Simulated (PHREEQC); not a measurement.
Nickel, zinc or cadmium bath: speciation

A solution holds 6.6 mmol/kgw ZnSO4 and 0.034 mmol/kgw H2SO4, at 3.5 °C. Closed to the air; pH follows from the charge balance.

Equilibrium calculation in PHREEQC: ion-association model, wateq4f.dat.

* **pH**: 4.29
* **ionic strength**: 0.0196 mol/kgw
* **total alkalinity**: -0.0680 meq/kg

| species | molality | activity | log γ |
|---|---|---|---|
| Zn+2 | 0.00487 | 0.00296 | -0.217 |
| SO4-2 | 0.00481 | 0.00286 | -0.226 |
| ZnSO4 | 0.00165 | 0.00166 | 0.002 |
| Zn(SO4)2-2 | 7.85e-5 | 4.62e-5 | -0.230 |
| H+ | 5.74e-5 | 5.12e-5 | -0.049 |
| HSO4- | 1.07e-5 | 9.34e-6 | -0.057 |
| ZnOH+ | 1.25e-8 | 1.09e-8 | -0.058 |

This is a speciation only: nothing precipitates in the calculation. Constants without temperature data keep their 25 °C values here.
